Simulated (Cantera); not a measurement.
A closed system holds: 1 mol Fe3O4, 0.02 mol HCl, 9.1 mol N2, 0.063 mol Cl2, at 10.0 mbar.

Method: chemical equilibrium by Gibbs-energy minimisation in Cantera with the NASA 1993 tables (ideal gas, pure condensed phases). Candidate condensed phases: Fe, FeCl2, FeCl3, FeO, Fe(OH)2, Fe(OH)3, Fe2O3, Fe3O4, H2O, NH4Cl; 37 gas species. Mutual solubility and eutectic melting of coexisting phases are not modelled. Condensed phases not in the tables: FeOCl. Rates play no part.

log p: log10 of the partial pressure in bar; n: condensed amount in mol.

| T (°C) | log p N2 | log p FeCl2 | log p O2 | log p HCl | log p Cl | log p FeCl3 | n Fe2O3(s) | n Fe3O4(s) |
|---|---|---|---|---|---|---|---|---|
| 577 | -2.00 | -4.30 | <-14 | -4.66 | -8.67 | -4.95 | 0.231 | 0.827 |
| 627 | -2.00 | -4.25 | -13.29 | -4.66 | -8.05 | -5.08 | 0.237 | 0.822 |
| 677 | -2.00 | -4.23 | -11.81 | -4.66 | -7.49 | -5.22 | 0.241 | 0.819 |
| 727 | -2.00 | -4.21 | ___ | -4.66 | ___ | ___ | 0.243 | 0.817 |
| 777 | -2.00 | -4.20 | ___ | -4.66 | ___ | ___ | 0.245 | 0.816 |
| 827 | -2.00 | -4.19 | -8.22 | -4.66 | -6.16 | -5.60 | 0.245 | 0.816 |
| 877 | -2.00 | -4.19 | -7.25 | -4.66 | -5.79 | -5.72 | 0.244 | 0.817 |
| 927 | -2.00 | -4.19 | -6.36 | -4.66 | -5.46 | -5.84 | 0.239 | 0.821 |
| 977 | -2.00 | -4.20 | -5.54 | -4.67 | -5.16 | -5.96 | 0.218 | 0.835 |
| 1027 | -2.00 | -4.22 | -4.78 | -4.67 | -4.89 | -6.08 | 0.130 | 0.895 |
| 1077 | -2.01 | -4.24 | -4.42 | -4.67 | -4.74 | -6.31 | 0 | 0.982 |
| 1127 | -2.01 | -4.24 | -4.42 | -4.67 | -4.71 | -6.60 | 0 | 0.982 |

### Question
What belongs in the gaps?

### Answer

- 727, log p O2: -10.49
- 727, log p Cl: -7.00
- 727, log p FeCl3: -5.35
- 777, log p O2: -9.30
- 777, log p Cl: -6.56
- 777, log p FeCl3: -5.48
